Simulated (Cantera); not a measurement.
# Moist CO burnout

An isothermal, constant-pressure homogeneous reactor starts with CO : O₂ : H₂O : N₂ = 0.0013 : 0.049 : 0.00026 : 1 (molar parts), at 1350 K and 6230 Torr.

Detailed kinetics in Cantera: GRI-Mech 3.0 (53 species, 325 reactions).

| t (s) | x CO | x O₂ | x H₂O | x H | x H₂ |
|---|---|---|---|---|---|
| 0.000800 | 0.00124 | 0.0466 | 0.000247 | 1.03e-9 | 2.58e-10 |
| 0.00208 | 0.00121 | 0.0466 | 0.000246 | 2.64e-8 | 3.00e-8 |
| 0.00541 | 0.000968 | 0.0465 | 0.000245 | 4.25e-8 | 1.26e-7 |
| 0.0141 | 0.000543 | 0.0463 | 0.000246 | 2.29e-8 | 7.19e-8 |
| 0.0366 | 0.000159 | 0.0461 | 0.000246 | 6.43e-9 | 2.10e-8 |
| 0.0953 | 1.65e-5 | 0.0461 | 0.000247 | 6.87e-10 | 2.58e-9 |
| 0.248 | 6.63e-7 | 0.0461 | 0.000247 | 3.89e-11 | 2.73e-10 |
| 0.645 | 1.07e-8 | 0.0461 | 0.000247 | 8.00e-12 | 8.59e-11 |
| 1.68 | 8.09e-10 | 0.0461 | 0.000247 | 7.55e-12 | 8.22e-11 |
| 4.37 | 8.08e-10 | 0.0461 | 0.000247 | 7.55e-12 | 8.22e-11 |
| 11.4 | 8.08e-10 | 0.0461 | 0.000247 | 7.55e-12 | 8.22e-11 |
| 29.6 | 8.08e-10 | 0.0461 | 0.000247 | 7.55e-12 | 8.22e-11 |
| 76.9 | 8.08e-10 | 0.0461 | 0.000247 | 7.55e-12 | 8.22e-11 |
| 200 | 8.08e-10 | 0.0461 | 0.000247 | 7.55e-12 | 8.22e-11 |
x: mole fraction; the columns are a selection and need not sum to one.

Equilibrium at this temperature and pressure: CO 8.10e-10, O₂ 0.0459, H₂O 0.000247, H 7.56e-12, H₂ 8.24e-11 (gas phase only).
